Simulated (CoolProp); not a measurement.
Hydrogen sulfide along the isotherm 427.1 K: density (kg/m³) from the reference equation and from simpler models built on Tc = 373.1 K, pc = 8.999 MPa, ω = 0.101; each cubic takes its own stable root.

The numbers come from the reference Helmholtz-energy equation of state, Lemmon 2006 in CoolProp. It is a short technical equation, of lower accuracy than the large ones.

```csv
p (MPa),phase,reference,ideal gas,van der Waals,Redlich-Kwong,Soave-Redlich-Kwong,Peng-Robinson
0.142,gas,1.367,1.363,1.367,1.368,1.368,1.368
0.27,gas,2.608,2.591,2.608,2.609,2.609,2.611
0.511,gas,4.965,4.904,4.965,4.969,4.967,4.977
0.969,gas,9.523,9.300,9.522,9.538,9.530,9.565
1.84,gas,18.49,17.66,18.49,18.55,18.52,18.65
3.48,gas,36.60,33.40,36.62,36.80,36.67,37.18
6.6,gas,76.84,63.34,77.21,77.58,76.89,78.97
12.5,supercritical,191.2,120.0,204.6,193.4,186.8,196.8
23.7,supercritical,477.0,227.5,412.2,446.3,430.8,467.0
45,supercritical,625.8,431.9,501.2,599.8,590.7,650.1
```
